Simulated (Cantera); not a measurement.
What does this Cantera script print?

```python
import numpy as np
import cantera as ct

gas = ct.Solution("gri30.yaml")
gas.TPX = 1273, 1000000, {'CO': 0.01, 'O2': 0.0074, 'H2O': 0.00037, 'N2': 1}
reactor = ct.IdealGasConstPressureReactor(gas, energy="off", clone=False)
net = ct.ReactorNet([reactor])
net.rtol, net.atol = 1e-08, 1e-18
show = ['CO', 'O2', 'H2O', 'OH', 'O', 'NO', 'CO2']
times = np.geomspace(4e-06, 1, 15)

steps = ct.SolutionArray(gas, extra=["t"])
rows = []
print(f"{'t/s':>10s}{'T/K':>9s}{'P/Pa':>11s}" + "".join(f"{s:>11s}" for s in show))
for t in times:
    while net.time < t:
        t_next = net.step()
        steps.append(gas.state, t=t_next)
    rows.append([np.interp(t, steps.t, y) for y in (steps.T, steps.P, *steps(*show).X.T)])
    print(f"{t:10.3e}{rows[-1][0]:9.1f}{rows[-1][1]:11.4g}" + "".join(f"{x:11.3e}" for x in rows[-1][2:]))
rate = np.gradient(steps.T, steps.t)
print("integrator steps:", len(steps.t))
if steps.T.max() > steps.T[0] + 200:
    print(f"time of steepest temperature rise: {steps.t[rate.argmax()]:.4e} s")
gas.TPX = 1273, 1000000, {'CO': 0.01, 'O2': 0.0074, 'H2O': 0.00037, 'N2': 1}
gas.equilibrate("TP")
print(f"equilibrium (TP): T = {gas.T:.1f} K  " + "  ".join(f"{s} {gas[s].X[0]:.3e}" for s in show))
```

Output:

```
       t/s      T/K       P/Pa         CO         O2        H2O         OH          O         NO        CO2
 4.000e-06   1273.0      1e+06  9.825e-03  7.271e-03  3.635e-04  1.333e-12  4.152e-10  1.346e-18  4.243e-10
 9.719e-06   1273.0      1e+06  9.825e-03  7.271e-03  3.635e-04  5.498e-12  9.938e-10  9.114e-18  1.049e-09
 2.362e-05   1273.0      1e+06  9.825e-03  7.271e-03  3.635e-04  2.030e-11  2.337e-09  5.719e-17  2.667e-09
 5.738e-05   1273.0      1e+06  9.825e-03  7.271e-03  3.635e-04  6.664e-11  5.302e-09  3.353e-16  7.263e-09
 1.394e-04   1273.0      1e+06  9.825e-03  7.271e-03  3.635e-04  2.191e-10  1.133e-08  1.846e-15  2.296e-08
 3.388e-04   1273.0      1e+06  9.825e-03  7.271e-03  3.635e-04  8.233e-10  2.420e-08  9.926e-15  9.705e-08
 8.231e-04   1273.0      1e+06  9.825e-03  7.270e-03  3.635e-04  4.557e-09  8.235e-08  7.577e-14  7.032e-07
 2.000e-03   1273.0      1e+06  9.809e-03  7.261e-03  3.630e-04  8.739e-08  1.194e-06  6.766e-12  1.687e-05
 4.860e-03   1273.0      1e+06  9.379e-03  7.045e-03  3.582e-04  5.377e-07  5.349e-06  2.187e-09  4.484e-04
 1.181e-02   1273.0      1e+06  7.960e-03  6.338e-03  3.556e-04  6.468e-07  5.567e-06  3.111e-08  1.874e-03
 2.869e-02   1273.0      1e+06  5.287e-03  5.003e-03  3.572e-04  6.592e-07  4.674e-06  1.895e-07  4.560e-03
 6.971e-02   1273.0      1e+06  2.081e-03  3.403e-03  3.606e-04  6.582e-07  2.930e-06  6.544e-07  7.783e-03
 1.694e-01   1273.0      1e+06  2.959e-04  2.513e-03  3.641e-04  6.152e-07  9.336e-07  1.187e-06  9.577e-03
 4.116e-01   1273.0      1e+06  7.402e-06  2.371e-03  3.651e-04  4.700e-07  8.801e-08  1.446e-06  9.866e-03
 1.000e+00   1273.0      1e+06  1.101e-07  2.369e-03  3.652e-04  1.851e-07  8.234e-09  1.599e-06  9.874e-03
integrator steps: 1181
equilibrium (TP): T = 1273.0 K  CO 5.709e-09  O2 2.350e-03  H2O 3.653e-04  OH 8.458e-08  O 1.659e-09  NO 3.938e-05  CO2 9.874e-03
```

Computed with Cantera and GRI-Mech 3.0 (53 species, 325 reactions).
